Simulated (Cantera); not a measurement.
A freely propagating, adiabatic, planar premixed flame of CH4 : C2H6 : C3H8 : O2 : N2 = 1 : 0.91 : 0.91 : 9.73 : 36.6 (molar parts), unburnt at 448 K and 0.132 atm; mixture-averaged transport, grid criteria slope 0.08 and curve 0.16, no radiation.

Model: GRI-Mech 3.0 (53 species, 325 reactions), integrated in Cantera. GRI-Mech 3.0 was tuned for natural gas; its chemistry of propane as a main component is partial and can be far from experiment. Burning velocities carry a grid error of a few per cent, more on coarse grids.

Question: What does this change do: 4 parts H2 added?

Answer: 
```csv
quantity,before,after
laminar burning velocity,114 cm/s,158 cm/s
thermal thickness,1.93 mm,1.67 mm
peak x(C2H2),0.00105,0.00152
peak x(O),0.00734,0.00522
```

Question: What does this change do: inlet temperature 448 to 650 K?

Answer: 
```tsv
quantity	before	after
laminar burning velocity	114 cm/s	216 cm/s
thermal thickness	1.93 mm	1.72 mm
peak x(C2H2)	0.00105	0.00134
peak x(O)	0.00734	0.00889
```
